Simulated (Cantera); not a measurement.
Input (Python, Cantera) and output of one run.

```python
import numpy as np
import cantera as ct

gas_names = [...]  # 114 gases of nasa_gas.yaml made of C, Fe, H, O
cond_names = """
    C(gr) C6H6(L) C7H8(L) C8H18(L),n-octa Fe(a) Fe(c) Fe(d) Fe(L) FeC5O5(L) FeO(s) FeO(L) Fe(OH)2(s)
    Fe(OH)3(s) Fe2O3(s) Fe3O4(s) H2O(s) H2O(L)
""".split()


# ... load() reads the species with a 1 bar reference pressure and builds the phases ...
atoms = {
    'Fe(CO)5': {'Fe': 1, 'C': 5, 'O': 5},
    'H2': {'H': 2},
}
top_T = {'C(gr)': 4500, 'Fe2O3(s)': 1830, 'Fe3O4(s)': 1870}  # K; cautious upper limits of use, not melting points


# ... equilibrate(T, P, feed) seeds the gas with the atoms and calls Mixture.equilibrate('TP', solver="gibbs", rtol=1e-10, max_steps=50000) ...
results = []
feed = {'Fe(CO)5': 1, 'H2': 0.71}  # mol
P = 19  # Pa
for T in [700, 800, 900, 1000, 1100, 1200, 1300]:
    mix = equilibrate(T, P, feed)
    results.append((T, P, feed, dict(zip(mix.species_names, mix.species_moles))))

top = {s: max(r[3][s] / sum(r[3][g] for g in gas_names) for r in results) for s in gas_names}
cols = sorted((s for s in top if top[s] > 0.0001), key=lambda s: -top[s])[:5]
seen = [c for c in cond_names if any(r[3].get(c, 0) > 1e-12 for r in results)]
print("log10 of partial pressures in bar; condensed amounts in mol")
print(f"{'T/K':>10s}" + "".join(f"{s[:9]:>10s}" for s in cols + seen))
for T, P, feed, n in results:
    ng = sum(n[g] for g in gas_names)
    print(f"{T:10.4g}" + "".join(f"{np.log10(max(n[s] / ng * P / 1e5, 1e-99)):10.3f}" for s in cols)
          + "".join(f"{n.get(c, 0):10.4g}" for c in seen))
```

Result:

```
log10 of partial pressures in bar; condensed amounts in mol
       T/K        CO       CO2        H2       H2O     C(gr)     Fe(a)     Fe(c)
       700    -3.956    -4.306    -4.544    -5.868     1.203         1         0
       800    -3.787    -5.579    -4.622    -7.040   0.08079         1         0
       900    -3.779    -6.812    -4.626    -8.021  0.004912         1         0
      1000    -3.779    -7.804    -4.627    -8.809 0.0005168         1         0
      1100    -3.779    -8.612    -4.627    -9.454 8.337e-05         1         0
      1200    -3.779    -9.281    -4.627    -9.991 1.838e-05         0         1
      1300    -3.779    -9.844    -4.627   -10.446 4.428e-06         0         1
```

Cantera equilibrium calculation (NASA polynomials, part measured and part estimated; ideal gas, pure solids and liquids). Condensed phases not in the tables: cementite and carbon dissolved in iron.
